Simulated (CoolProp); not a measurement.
A single-stage vapour-compression cycle with the fluid: evaporating at 315.15 K (dew point), condensing at 361.15 K (bubble point), superheat 0 K, subcooling 8 K, compressor efficiency 0.9, no pressure losses. The same conditions are run with several fluids, on thermodynamics alone (safety and materials aside).

Model: reference Helmholtz-energy equation of state of each fluid (n-perfluoropentane: Gao 2022; n-butane: Bücker 2006; R1336mzz(Z): McLinden 2020; hexamethyldisiloxane (MM): Thol 2016; fluoroethane (R161): Wu 2012; n-pentane: Thol 2019), in CoolProp.

```csv
fluid,cooling COP,pressure ratio,discharge temperature (K),refrigerating effect (kJ/kg),volumetric capacity (kJ/m³)
n-perfluoropentane,4.22,3.68,361.1,44.0,828
n-butane,5.02,3.00,361.1,241,2400
R1336mzz(Z),5.09,3.85,361.2,111,1020
hexamethyldisiloxane (MM),5.03,5.57,361.2,145,114
fluoroethane (R161),4.51,2.68,377.0,209,7090
n-pentane,5.25,3.63,361.1,258,924
```

The compression ends wet for: n-perfluoropentane; n-butane; R1336mzz(Z); hexamethyldisiloxane (MM); n-pentane.
